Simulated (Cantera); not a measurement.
What does this Cantera script print?

```python
import numpy as np
import cantera as ct

gas = ct.Solution("gri30.yaml")
gas.TPX = 1673, 74000, {'CH4': 1, 'H2O': 3.2, 'H2': 0.19}
reactor = ct.IdealGasConstPressureReactor(gas, energy="off", clone=False)
net = ct.ReactorNet([reactor])
net.rtol, net.atol = 1e-08, 1e-18
show = ['CH4', 'H2O', 'H2', 'C2H4', 'CH2']
times = np.geomspace(2e-06, 9, 10)

steps = ct.SolutionArray(gas, extra=["t"])
rows = []
print(f"{'t/s':>10s}{'T/K':>9s}{'P/Pa':>11s}" + "".join(f"{s:>11s}" for s in show))
for t in times:
    while net.time < t:
        t_next = net.step()
        steps.append(gas.state, t=t_next)
    rows.append([np.interp(t, steps.t, y) for y in (steps.T, steps.P, *steps(*show).X.T)])
    print(f"{t:10.3e}{rows[-1][0]:9.1f}{rows[-1][1]:11.4g}" + "".join(f"{x:11.3e}" for x in rows[-1][2:]))
rate = np.gradient(steps.T, steps.t)
print("integrator steps:", len(steps.t))
if steps.T.max() > steps.T[0] + 200:
    print(f"time of steepest temperature rise: {steps.t[rate.argmax()]:.4e} s")
gas.TPX = 1673, 74000, {'CH4': 1, 'H2O': 3.2, 'H2': 0.19}
gas.equilibrate("TP")
print(f"equilibrium (TP): T = {gas.T:.1f} K  " + "  ".join(f"{s} {gas[s].X[0]:.3e}" for s in show))
```

It prints:

```
       t/s      T/K       P/Pa        CH4        H2O         H2       C2H4        CH2
 2.000e-06   1673.0    7.4e+04  2.278e-01  7.289e-01  4.329e-02  3.191e-10  7.300e-11
 1.097e-05   1673.0    7.4e+04  2.277e-01  7.289e-01  4.332e-02  8.524e-08  1.815e-09
 6.019e-05   1673.0    7.4e+04  2.272e-01  7.288e-01  4.355e-02  1.290e-05  3.649e-08
 3.302e-04   1673.0    7.4e+04  2.238e-01  7.279e-01  4.587e-02  6.579e-04  1.923e-07
 1.811e-03   1673.0    7.4e+04  2.001e-01  7.161e-01  7.112e-02  5.072e-03  2.623e-07
 9.937e-03   1673.0    7.4e+04  1.293e-01  6.672e-01  1.615e-01  2.273e-03  1.891e-07
 5.451e-02   1673.0    7.4e+04  5.012e-02  5.893e-01  2.801e-01  1.004e-03  1.237e-07
 2.991e-01   1673.0    7.4e+04  2.395e-02  4.688e-01  3.933e-01  7.006e-04  5.243e-08
 1.641e+00   1673.0    7.4e+04  9.472e-03  3.515e-01  4.930e-01  1.322e-04  9.965e-09
 9.000e+00   1673.0    7.4e+04  4.986e-04  3.207e-01  5.226e-01  3.256e-07  3.398e-10
integrator steps: 1757
equilibrium (TP): T = 1673.0 K  CH4 2.170e-08  H2O 3.199e-01  H2 5.236e-01  C2H4 5.458e-15  CH2 1.503e-14
```

Computed with Cantera and GRI-Mech 3.0 (53 species, 325 reactions).
